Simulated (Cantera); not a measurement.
A perfectly stirred reactor is fed with H₂ : O₂ : N₂ = 1 : 1.11 : 4.18 (molar parts), equivalence ratio 0.45, at 533 Torr; it is adiabatic with a 523 K inlet, and is followed from long to short residence time, starting on the burning branch (τ in s: 0.19, 0.083, 0.037, 0.016, 0.0073, 0.0033, 0.0015, 0.00065, 0.00029, 0.00013, 5.8e-05, 2.6e-05, 1.1e-05).

Model: the H2/O2 subset of GRI-Mech 3.0, which has no nitrogen chemistry, integrated in Cantera.

x: mole fraction; the columns are a selection and need not sum to one.

```json
[
 {"τ (s)": "0.19", "T (K)": "1722", "x H₂": "0.000138", "x O₂": "0.105", "x H": "1.64e-5", "x O": "0.000150", "x HO₂": "1.52e-6", "x H₂O": "0.172", "x H₂O₂": "9.36e-8"},
 {"τ (s)": "0.083", "T (K)": "1719", "x H₂": "0.000237", "x O₂": "0.105", "x H": "3.71e-5", "x O": "0.000258", "x HO₂": "2.38e-6", "x H₂O": "0.171", "x H₂O₂": "1.33e-7"},
 {"τ (s)": "0.037", "T (K)": "1714", "x H₂": "(withheld)", "x O₂": "0.105", "x H": "(withheld)", "x O": "(withheld)", "x HO₂": "(withheld)", "x H₂O": "0.171", "x H₂O₂": "(withheld)"},
 {"τ (s)": "0.016", "T (K)": "1706", "x H₂": "0.000701", "x O₂": "0.104", "x H": "0.000192", "x O": "0.000769", "x HO₂": "6.05e-6", "x H₂O": "0.170", "x H₂O₂": "2.63e-7"},
 {"τ (s)": "0.0073", "T (K)": "1694", "x H₂": "0.00116", "x O₂": "0.104", "x H": "0.000417", "x O": "0.00128", "x HO₂": "9.26e-6", "x H₂O": "0.169", "x H₂O₂": "3.64e-7"},
 {"τ (s)": "0.0033", "T (K)": "1675", "x H₂": "0.00192", "x O₂": "0.104", "x H": "0.000896", "x O": "0.00210", "x HO₂": "1.38e-5", "x H₂O": "0.167", "x H₂O₂": "5.09e-7"},
 {"τ (s)": "0.0015", "T (K)": "1646", "x H₂": "0.00310", "x O₂": "0.104", "x H": "0.00186", "x O": "0.00332", "x HO₂": "1.97e-5", "x H₂O": "0.165", "x H₂O₂": "7.27e-7"},
 {"τ (s)": "0.00065", "T (K)": "1598", "x H₂": "0.00503", "x O₂": "0.104", "x H": "0.00383", "x O": "0.00514", "x HO₂": "2.72e-5", "x H₂O": "0.161", "x H₂O₂": "1.12e-6"},
 {"τ (s)": "0.00029", "T (K)": "1530", "x H₂": "0.00791", "x O₂": "0.104", "x H": "0.00717", "x O": "0.00721", "x HO₂": "3.56e-5", "x H₂O": "0.155", "x H₂O₂": "1.82e-6"},
 {"τ (s)": "0.00013", "T (K)": "1437", "x H₂": "0.0129", "x O₂": "0.106", "x H": "0.0121", "x O": "0.00888", "x HO₂": "4.59e-5", "x H₂O": "0.147", "x H₂O₂": "3.20e-6"},
 {"τ (s)": "5.8e-5", "T (K)": "(withheld)", "x H₂": "(withheld)", "x O₂": "0.114", "x H": "(withheld)", "x O": "0.00832", "x HO₂": "(withheld)", "x H₂O": "(withheld)", "x H₂O₂": "(withheld)"},
 {"τ (s)": "2.6e-5", "T (K)": "523", "x H₂": "0.159", "x O₂": "0.176", "x H": "<1e-12", "x O": "<1e-12", "x HO₂": "<1e-12", "x H₂O": "<1e-12", "x H₂O₂": "<1e-12"},
 {"τ (s)": "1.1e-5", "T (K)": "523", "x H₂": "0.159", "x O₂": "0.176", "x H": "<1e-12", "x O": "<1e-12", "x HO₂": "<1e-12", "x H₂O": "<1e-12", "x H₂O₂": "<1e-12"}
]
```

**Question.** Some entries are withheld; supply them.

**Answer.** 
- 0.037, x H₂: 0.000404
- 0.037, x H: 8.32e-5
- 0.037, x O: 0.000442
- 0.037, x HO₂: 3.76e-6
- 0.037, x H₂O₂: 1.86e-7
- 5.8e-5, T (K): 1302
- 5.8e-5, x H₂: 0.0257
- 5.8e-5, x H: 0.0173
- 5.8e-5, x HO₂: 6.18e-5
- 5.8e-5, x H₂O: 0.130
- 5.8e-5, x H₂O₂: 5.75e-6
